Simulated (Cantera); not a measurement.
A closed system holds: 1 mol Ta, 2.5 mol CH₄, 0.56 mol CO₂, equilibrated at 2073.15 K and 210 Pa.

Equilibrium computed with Cantera from the NASA thermochemical tables; the gas is ideal and each condensed phase is pure. Candidate condensed phases: C, C₆H₆, C₇H₈, C₈H₁₈, H₂O, Ta, TaC, Ta₂O₅; 113 gas species. TaC: taken at fixed stoichiometry. Condensed phases not in the tables: Ta₂C. Kinetics and transport are ignored.

Question: What is the equilibrium state?

Answer: 
```
Item                                    Result
-----------------------------------  ---------
x(H₂)                                    0.770
x(CO)                                    0.178
x(H)                                    0.0504
x(C₂H₂ (acetylene))                   0.000945
x(C₂H)                                 1.47e-6
n(C(graphite))                       0.928 mol
n(TaC(s))                             1.00 mol
gas amount                           6.278 mol
log10 activity of Ta(s) (absent)         -3.53
log10 activity of Ta₂O₅(l) (absent)     -31.42
```
